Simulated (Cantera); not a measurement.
An isothermal, constant-pressure homogeneous reactor starts with CH₄ : N₂ = 5.7 : 23 (molar parts), at 1800 K and 0.0133 bar.

Model: GRI-Mech 3.0 (53 species, 325 reactions), integrated in Cantera. GRI-Mech 3.0 stops at C3 and has no aromatics, soot or wall deposition, so with more carbon than oxygen in the feed, carbon stays in small species such as C2H2 where larger ones or solid carbon would form. Radical loss at walls, strong at low pressure, is not modelled.

x: mole fraction; the columns are a selection and need not sum to one.

```json
[
 {"t (s)": "0.000600", "x CH₄": "0.198", "x C₂H₄": "4.03e-7", "x CH₂": "1.10e-8", "x C₂H₆": "2.94e-8", "x C₂H₂": "2.54e-9", "x H": "1.55e-6", "x C₂H": "<1e-12"},
 {"t (s)": "0.00130", "x CH₄": "0.198", "x C₂H₄": "4.45e-6", "x CH₂": "4.81e-8", "x C₂H₆": "2.28e-7", "x C₂H₂": "6.39e-8", "x H": "1.73e-6", "x C₂H": "<1e-12"},
 {"t (s)": "0.00281", "x CH₄": "0.198", "x C₂H₄": "4.62e-5", "x CH₂": "2.08e-7", "x C₂H₆": "1.47e-6", "x C₂H₂": "1.53e-6", "x H": "2.60e-6", "x C₂H": "2.77e-11"},
 {"t (s)": "0.00610", "x CH₄": "0.195", "x C₂H₄": "0.000449", "x CH₂": "8.55e-7", "x C₂H₆": "7.86e-6", "x C₂H₂": "3.68e-5", "x H": "6.97e-6", "x C₂H": "1.00e-9"},
 {"t (s)": "0.0132", "x CH₄": "0.184", "x C₂H₄": "___", "x CH₂": "___", "x C₂H₆": "___", "x C₂H₂": "___", "x H": "___", "x C₂H": "___"},
 {"t (s)": "0.0286", "x CH₄": "___", "x C₂H₄": "___", "x CH₂": "___", "x C₂H₆": "___", "x C₂H₂": "___", "x H": "___", "x C₂H": "___"},
 {"t (s)": "0.0619", "x CH₄": "0.0686", "x C₂H₄": "0.00283", "x CH₂": "4.85e-6", "x C₂H₆": "2.37e-5", "x C₂H₂": "0.0502", "x H": "0.000357", "x C₂H": "9.94e-7"},
 {"t (s)": "0.134", "x CH₄": "0.0301", "x C₂H₄": "0.000519", "x CH₂": "3.24e-6", "x C₂H₆": "5.91e-6", "x C₂H₂": "0.0691", "x H": "0.000520", "x C₂H": "1.51e-6"},
 {"t (s)": "0.291", "x CH₄": "0.0110", "x C₂H₄": "8.94e-5", "x CH₂": "2.07e-6", "x C₂H₆": "1.13e-6", "x C₂H₂": "0.0778", "x H": "0.000718", "x C₂H": "2.09e-6"},
 {"t (s)": "0.629", "x CH₄": "0.00324", "x C₂H₄": "1.66e-5", "x CH₂": "1.18e-6", "x C₂H₆": "1.51e-7", "x C₂H₂": "0.0813", "x H": "0.00101", "x C₂H": "2.93e-6"},
 {"t (s)": "1.36", "x CH₄": "0.000835", "x C₂H₄": "7.38e-6", "x CH₂": "5.52e-7", "x C₂H₆": "1.47e-8", "x C₂H₂": "0.0824", "x H": "0.00134", "x C₂H": "3.93e-6"},
 {"t (s)": "2.95", "x CH₄": "0.000243", "x C₂H₄": "6.44e-6", "x CH₂": "2.07e-7", "x C₂H₆": "1.46e-9", "x C₂H₂": "0.0826", "x H": "0.00152", "x C₂H": "4.45e-6"},
 {"t (s)": "6.39", "x CH₄": "8.93e-5", "x C₂H₄": "6.35e-6", "x CH₂": "7.92e-8", "x C₂H₆": "2.09e-10", "x C₂H₂": "0.0827", "x H": "0.00155", "x C₂H": "4.53e-6"},
 {"t (s)": "13.9", "x CH₄": "4.00e-5", "x C₂H₄": "6.34e-6", "x CH₂": "3.57e-8", "x C₂H₆": "4.88e-11", "x C₂H₂": "0.0827", "x H": "0.00155", "x C₂H": "4.54e-6"},
 {"t (s)": "30.0", "x CH₄": "2.52e-5", "x C₂H₄": "6.34e-6", "x CH₂": "2.25e-8", "x C₂H₆": "2.43e-11", "x C₂H₂": "0.0827", "x H": "0.00155", "x C₂H": "4.54e-6"}
]
```

Problem. Some entries are withheld; supply them.

Solution. 
- 0.0132, x C₂H₄: 0.00358
- 0.0132, x CH₂: 3.01e-6
- 0.0132, x C₂H₆: 3.31e-5
- 0.0132, x C₂H₂: 0.000901
- 0.0132, x H: 3.19e-5
- 0.0132, x C₂H: 2.12e-8
- 0.0286, x CH₄: 0.135
- 0.0286, x C₂H₄: 0.0101
- 0.0286, x CH₂: 6.05e-6
- 0.0286, x C₂H₆: 6.02e-5
- 0.0286, x C₂H₂: 0.0150
- 0.0286, x H: 0.000160
- 0.0286, x C₂H: 3.09e-7
